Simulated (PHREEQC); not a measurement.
1 kg of water meets 20 L of dry gas (CO2 1 by moles) at fixed total pressure, at 25 °C; fugacities by Peng-Robinson. The gases take part in no redox reaction, some water evaporates into the gas, and hydrates or a liquid gas phase aren't modelled. No solid was allowed to form.

Model: ion-association model, phreeqc.dat, run in PHREEQC.

```csv
P (atm),dissolved CO2 (all carbonate carbon) (mol/kgw),φ of CO2,pH
1,0.0329,0.994,3.92
2,?,0.989,3.77
3,0.0996,0.983,3.68
5,0.165,0.973,?
7.5,0.244,0.959,?
10,?,0.945,3.42
15,?,0.919,3.34
20,0.603,0.892,3.29
30,0.847,0.840,3.21
40,1.05,0.789,3.17
```

Q: Complete the blanks.

A: 
- 2, dissolved CO2 (all carbonate carbon) (mol/kgw): 0.0665
- 5, pH: 3.57
- 7.5, pH: 3.48
- 10, dissolved CO2 (all carbonate carbon) (mol/kgw): 0.321
- 15, dissolved CO2 (all carbonate carbon) (mol/kgw): 0.467
